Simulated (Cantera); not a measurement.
A freely propagating, adiabatic, planar premixed flame of 37.3 % H2, 16.0 % O2, 46.6 % N2, equivalence ratio 1.2, unburnt at 350 K and 1350 Torr; mixture-averaged transport, grid criteria slope 0.08 and curve 0.16, no radiation.

Detailed kinetics in Cantera: the H2/O2 subset of GRI-Mech 3.0, which has no nitrogen chemistry. Burning velocities carry a grid error of a few per cent, more on coarse grids.

x: mole fraction of selected species; z is measured from the peak of heat release.

```json
[
 {"z (mm)": "-0.483", "T (K)": "350", "u (m/s)": "4.49", "x H2": "0.373", "x O2": "0.160", "x OH": "<1e-8", "x H": "<1e-8", "x H2O": "<1e-8", "x H2O2": "<1e-8"},
 {"z (mm)": "-0.322", "T (K)": "350", "u (m/s)": "4.49", "x H2": "0.373", "x O2": "0.160", "x OH": "<1e-8", "x H": "<1e-8", "x H2O": "<1e-8", "x H2O2": "<1e-8"},
 {"z (mm)": "-0.242", "T (K)": "350", "u (m/s)": "4.49", "x H2": "0.373", "x O2": "0.160", "x OH": "<1e-8", "x H": "<1e-8", "x H2O": "<1e-8", "x H2O2": "<1e-8"},
 {"z (mm)": "-0.161", "T (K)": "350", "u (m/s)": "4.49", "x H2": "0.373", "x O2": "0.160", "x OH": "<1e-8", "x H": "<1e-8", "x H2O": "1.80e-7", "x H2O2": "<1e-8"},
 {"z (mm)": "-0.0805", "T (K)": "364", "u (m/s)": "4.62", "x H2": "0.368", "x O2": "0.162", "x OH": "6.47e-6", "x H": "6.87e-7", "x H2O": "0.000204", "x H2O2": "…"},
 {"z (mm)": "-0.0403", "T (K)": "647", "u (m/s)": "7.93", "x H2": "0.328", "x O2": "0.159", "x OH": "0.00143", "x H": "0.00270", "x H2O": "0.0194", "x H2O2": "…"},
 {"z (mm)": "0", "T (K)": "1187", "u (m/s)": "14.0", "x H2": "0.229", "x O2": "0.124", "x OH": "0.00319", "x H": "0.0282", "x H2O": "0.106", "x H2O2": "…"},
 {"z (mm)": "0.0403", "T (K)": "1562", "u (m/s)": "18.1", "x H2": "0.129", "x O2": "0.0614", "x OH": "0.00958", "x H": "0.0572", "x H2O": "0.220", "x H2O2": "…"},
 {"z (mm)": "0.0805", "T (K)": "1754", "u (m/s)": "20.2", "x H2": "0.0883", "x O2": "0.0302", "x OH": "0.0148", "x H": "0.0634", "x H2O": "0.274", "x H2O2": "…"},
 {"z (mm)": "0.161", "T (K)": "1941", "u (m/s)": "22.1", "x H2": "0.0775", "x O2": "0.0176", "x OH": "0.0187", "x H": "0.0540", "x H2O": "0.298", "x H2O2": "…"},
 {"z (mm)": "0.322", "T (K)": "2121", "u (m/s)": "23.9", "x H2": "0.0766", "x O2": "0.0133", "x OH": "0.0201", "x H": "0.0399", "x H2O": "0.312", "x H2O2": "…"},
 {"z (mm)": "0.644", "T (K)": "2289", "u (m/s)": "25.5", "x H2": "0.0741", "x O2": "0.00946", "x OH": "0.0194", "x H": "0.0277", "x H2O": "0.327", "x H2O2": "…"},
 {"z (mm)": "1.29", "T (K)": "2429", "u (m/s)": "26.7", "x H2": "0.0702", "x O2": "0.00616", "x OH": "0.0170", "x H": "0.0183", "x H2O": "0.342", "x H2O2": "…"}
]
```

Problem. Some entries are withheld; supply them.

Solution. 
- -0.0805, x H2O2: 4.55e-6
- -0.0403, x H2O2: 0.000135
- 0, x H2O2: 2.88e-5
- 0.0403, x H2O2: 4.78e-6
- 0.0805, x H2O2: 2.63e-6
- 0.161, x H2O2: 1.38e-6
- 0.322, x H2O2: 7.67e-7
- 0.644, x H2O2: 4.95e-7
- 1.29, x H2O2: 3.59e-7
